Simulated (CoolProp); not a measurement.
Saturated liquid density (kg/m³) of trans-2-butene: the reference equation beside estimates from Tc = 155.5 °C, pc = 4.019 MPa, ω = 0.210.

Computed with CoolProp (reference Helmholtz-energy equation of state, Lemmon 2005). It is a short technical equation, of lower accuracy than the large ones.

```json
[
 {"T (°C)": "2.85", "reference": "624.2", "van der Waals": "378.0", "Redlich-Kwong": "553.2", "Soave-Redlich-Kwong": "568.2"},
 {"T (°C)": "11.75", "reference": "614.1", "van der Waals": "371.9", "Redlich-Kwong": "542.6", "Soave-Redlich-Kwong": "558.4"},
 {"T (°C)": "20.65", "reference": "603.7", "van der Waals": "365.7", "Redlich-Kwong": "531.6", "Soave-Redlich-Kwong": "548.0"},
 {"T (°C)": "29.55", "reference": "593.1", "van der Waals": "359.2", "Redlich-Kwong": "520.1", "Soave-Redlich-Kwong": "537.1"},
 {"T (°C)": "38.55", "reference": "581.9", "van der Waals": "352.4", "Redlich-Kwong": "507.9", "Soave-Redlich-Kwong": "525.4"},
 {"T (°C)": "47.45", "reference": "570.5", "van der Waals": "345.3", "Redlich-Kwong": "495.3", "Soave-Redlich-Kwong": "513.2"},
 {"T (°C)": "56.35", "reference": "558.7", "van der Waals": "337.9", "Redlich-Kwong": "482.1", "Soave-Redlich-Kwong": "500.3"},
 {"T (°C)": "65.25", "reference": "546.3", "van der Waals": "330.2", "Redlich-Kwong": "468.2", "Soave-Redlich-Kwong": "486.5"},
 {"T (°C)": "74.15", "reference": "533.3", "van der Waals": "322.0", "Redlich-Kwong": "453.4", "Soave-Redlich-Kwong": "471.8"},
 {"T (°C)": "83.15", "reference": "519.4", "van der Waals": "313.2", "Redlich-Kwong": "437.6", "Soave-Redlich-Kwong": "455.8"},
 {"T (°C)": "92.05", "reference": "504.8", "van der Waals": "304.0", "Redlich-Kwong": "420.9", "Soave-Redlich-Kwong": "438.8"},
 {"T (°C)": "100.95", "reference": "489.0", "van der Waals": "294.0", "Redlich-Kwong": "403.0", "Soave-Redlich-Kwong": "420.4"}
]
```

Absolute difference from the reference over all 12 rows, mean and median: van der Waals 39.6 and 39.5 %, Redlich-Kwong 13.8 and 13.4 %, Soave-Redlich-Kwong 10.7 and 10.2 %.
